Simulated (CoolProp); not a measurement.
Model: reference Helmholtz-energy equation of state, Thol 2018, in CoolProp.

Q: For hydrogen chloride, give the phase and the speed of sound (m/s), isothermal compressibility (1/MPa), expansivity (1/kK) at 347.9 K and 4380 kPa; 424.3 K and 4380 kPa; 538.9 K and 4380 kPa.

A: 
- 347.9 K and 4380 kPa: gas; speed of sound 304, isothermal compressibility 0.280, expansivity 5.14
- 424.3 K and 4380 kPa: gas; speed of sound 355, isothermal compressibility 0.249, expansivity 3.11
- 538.9 K and 4380 kPa: gas; speed of sound 411, isothermal compressibility 0.236, expansivity 2.12
